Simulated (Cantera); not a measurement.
Feed: 1 mol SiC, 0.22 mol N₂O, 50 mol N₂, held at 777 °C and 79000 Pa.

These are equilibrium values from Cantera (NASA tables, ideal gas, pure condensed phases), not measurements of a reactor. Candidate condensed phases: C, Si, SiC, SiO₂, Si₂N₂O, Si₃N₄; 34 gas species. Mutual solubility and eutectic melting of coexisting phases are not modelled. Rates play no part.

**Question.** What is the equilibrium state?

**Answer.** 
```
Property                              Value
--------------------------------  ---------
x(N₂)                                  1.00
n(C(graphite))                     1.00 mol
n(Si₂N₂O(s))                      0.220 mol
n(Si₃N₄(s))                       0.187 mol
gas amount                        49.63 mol
log10 activity of Si(s) (absent)      -6.50
```
